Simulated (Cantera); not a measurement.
A closed system holds: 1 mol Si2H6, 3.2 mol O2, 15 mol H2, held at 1523 K and 1000 Pa.

Method: chemical equilibrium by Gibbs-energy minimisation in Cantera with the NASA 1993 tables (ideal gas, pure condensed phases). Candidate condensed phases: H2O, Si, SiO2; 18 gas species. The feed counts by its element totals alone. The tables hold silica as quartz up to 1696 K and as liquid above; real silica turns to tridymite and cristobalite and melts near 1996 K. Kinetics and transport are ignored.

Base state: H2 0.866, H2O 0.133, H 0.000215 (mole fractions); condensed: SiO2(β-quartz).

Question: What changes in the equilibrium state with this change: O2 from 3.2 to 0.15 mol?

Answer: 
```csv
species,before,after
H2,0.866,0.983
SiO,2.14e-6,0.0164
H,0.000215,0.000229
H2O,0.133,8.69e-7
"SiO2(β-quartz), mol",2.00,0
"Si(s), mol",0,1.70
```
